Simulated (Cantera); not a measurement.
A counterflow diffusion flame at 750 Torr, nozzles 20 mm apart: fuel side H2 = 1 (molar parts) at 300 K, oxidiser side O2 : N2 = 0.2 : 0.8 (molar parts) at 773 K, fuel mass flux 0.36 times the oxidiser's; mixture-averaged transport, no radiation.

Computed with Cantera and the H2/O2 subset of GRI-Mech 3.0, which has no nitrogen chemistry. The maximum strain rate includes the flame's own expansion and is several times the mean.

x: mole fraction; the columns are a selection and need not sum to one.

```
oxidiser flux (kg/m²/s)  max strain (1/s)  mean strain (1/s)  T max (K)  peak x OH    peak x H  peak x H2O  peak x HO2
-----------------------  ----------------  -----------------  ---------  ---------  ----------  ----------  ----------
0.6                                   717                201       2488     0.0223  (withheld)       0.260     3.83e-5
0.94                                 1100                314       2420     0.0224  (withheld)       0.256     5.01e-5
1.5                                  1720                501       2344     0.0223  (withheld)       0.253     6.28e-5
2.3                                  2630                769       2272     0.0222  (withheld)       0.249     7.62e-5
3.6                                  4070               1200       2186     0.0214  (withheld)       0.246     9.16e-5
5.5                                  6150               1840       2099     0.0203  (withheld)       0.242    0.000105
8.6                                  9660               2870       2007     0.0190  (withheld)       0.239    0.000117
```

**Question.** What belongs in the gaps?

**Answer.** 
- 0.6, peak x H: 0.0200
- 0.94, peak x H: 0.0232
- 1.5, peak x H: 0.0271
- 2.3, peak x H: 0.0312
- 3.6, peak x H: 0.0361
- 5.5, peak x H: 0.0407
- 8.6, peak x H: 0.0457
